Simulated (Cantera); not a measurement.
Cantera with NASA thermochemical tables; ideal gases at 1 bar, condensed phases pure. Values are per mole of reaction as written; species without (g) are pure solids or liquids, kept so even where they would boil at 1 bar.

Nb + O2(g) = NbO2(g)

```csv
T (K),ΔH° (kJ),ΔS° (J/K),ΔG° (kJ),log10 K
675,-202.7,25.1,-219.7,17.00
725,-203.0,24.7,-220.9,15.92
775,[?],[?],[?],[?]
825,[?],[?],[?],[?]
875,[?],[?],[?],[?]
925,-204.4,23.1,-225.7,12.75
975,[?],[?],[?],[?]
1025,-205.1,22.4,-228.0,11.62
```

### Question
Complete the blanks.

### Answer

- 775, ΔH° (kJ): -203.4
- 775, ΔS° (J/K): 24.3
- 775, ΔG° (kJ): -222.2
- 775, log10 K: 14.97
- 825, ΔH° (kJ): -203.7
- 825, ΔS° (J/K): 23.9
- 825, ΔG° (kJ): -223.4
- 825, log10 K: 14.14
- 875, ΔH° (kJ): -204.0
- 875, ΔS° (J/K): 23.5
- 875, ΔG° (kJ): -224.6
- 875, log10 K: 13.40
- 975, ΔH° (kJ): -204.7
- 975, ΔS° (J/K): 22.7
- 975, ΔG° (kJ): -226.9
- 975, log10 K: 12.15
